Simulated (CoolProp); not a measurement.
Vapour-liquid equilibrium of n-heptane (1) + n-dodecane (2) at 480.1 K; x and y are mole fractions of (1).

Values from CoolProp's multi-fluid Helmholtz-energy mixture model, Span 2003 and Lemmon 2004; pair parameters Bell 2016.

```csv
x,bubble pressure (MPa),y at the bubble point,dew pressure at overall composition x (MPa),liquid density (mol/L)
0.05,0.1185,…,0.08476,3.596
0.15,0.2003,0.630,0.09421,3.718
0.25,0.2887,0.762,0.1060,…
0.35,0.3822,0.835,…,3.976
0.45,0.4799,0.882,0.1410,4.112
0.55,0.5810,0.915,0.1688,4.252
0.65,…,0.939,0.2100,4.395
0.75,…,0.959,0.2777,4.536
0.85,0.9102,0.976,0.4082,4.672
0.95,1.035,0.992,0.7411,4.793
```

Some entries are withheld; supply them.


- 0.05, y at the bubble point: 0.335
- 0.25, liquid density (mol/L): 3.845
- 0.35, dew pressure at overall composition x (MPa): 0.1211
- 0.65, bubble pressure (MPa): 0.6857
- 0.75, bubble pressure (MPa): 0.7948

No azeotrope shows between x = 0.05 and 0.95.

The pair parameters rest on a limited set of measurements; away from them the model extrapolates.
